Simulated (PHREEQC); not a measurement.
1 kg of water holding 0.089 mol/kgw K2CO3 meets 20 L of dry gas (H2S 1 by moles) at fixed total pressure, at 40 °C; fugacities by Peng-Robinson. The gases take part in no redox reaction, some water evaporates into the gas, and hydrates or a liquid gas phase aren't modelled. Nothing may precipitate in this run.

Computed with PHREEQC (ion-association model, phreeqc.dat).

```json
[
 {"P (atm)": "1", "dissolved H2S (mol/kgw)": "0.160", "φ of H2S": "0.993", "pH": "6.88"},
 {"P (atm)": "2", "dissolved H2S (mol/kgw)": "0.230", "φ of H2S": "0.986", "pH": "6.61"},
 {"P (atm)": "3", "dissolved H2S (mol/kgw)": "0.296", "φ of H2S": "0.979", "pH": "6.45"},
 {"P (atm)": "5", "dissolved H2S (mol/kgw)": "0.422", "φ of H2S": "0.965", "pH": "6.27"},
 {"P (atm)": "7.5", "dissolved H2S (mol/kgw)": "0.569", "φ of H2S": "0.948", "pH": "6.12"},
 {"P (atm)": "10", "dissolved H2S (mol/kgw)": "0.707", "φ of H2S": "0.931", "pH": "6.02"},
 {"P (atm)": "15", "dissolved H2S (mol/kgw)": "0.962", "φ of H2S": "0.897", "pH": "5.88"}
]
```

Species that the database lacks are ignored. Away from 25 °C the constants follow the database's enthalpies or fits; those with neither stay at their 25 °C values.
